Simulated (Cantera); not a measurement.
Charge: 1 mol C₆H₆, 0.68 mol H₂, equilibrated at 2825 K and 1.33 mbar.

Cantera equilibrium calculation (NASA polynomials, part measured and part estimated; ideal gas, pure solids and liquids). Candidate condensed phases: C, C₆H₆, C₇H₈, C₈H₁₈; 76 gas species. Equilibrium is a limit: real reactors are often held back by kinetics, nucleation or transport.

**Question.** What is the equilibrium state?

**Answer.** 
| Quantity | Result |
|---|---|
| x(H) | 0.833 |
| x(H₂) | 0.116 |
| x(C₃) | 0.0321 |
| x(C) | 0.00648 |
| x(C₂H₂ (acetylene)) | 0.00421 |
| x(C₂H) | 0.00397 |
| x(C₂) | 0.00315 |
| x(C₅) | 0.000335 |
| x(C₄) | 6.39e-5 |
| n(C(graphite)) | 5.13 mol |
| gas amount | 6.826 mol |
